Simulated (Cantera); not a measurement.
A closed system holds: 1 mol n-butane, 0.31 mol O₂, at 5.20 bar.

These are equilibrium values from Cantera (NASA tables, ideal gas, pure condensed phases), not measurements of a reactor. Candidate condensed phases: C, C₆H₆, C₇H₈, C₈H₁₈, H₂O; 110 gas species. Kinetics and transport are ignored.

Task: At 2575 K, list the 7 most abundant gas species with their mole fractions, and the condensed phases.

Result: H₂ 0.863, CO 0.110, H 0.0141, C₂H₂ (acetylene) 0.0127, CH₄ 0.000516, CH₃ 0.000149, C₄H₂ 7.72e-5. Condensed: C(graphite).
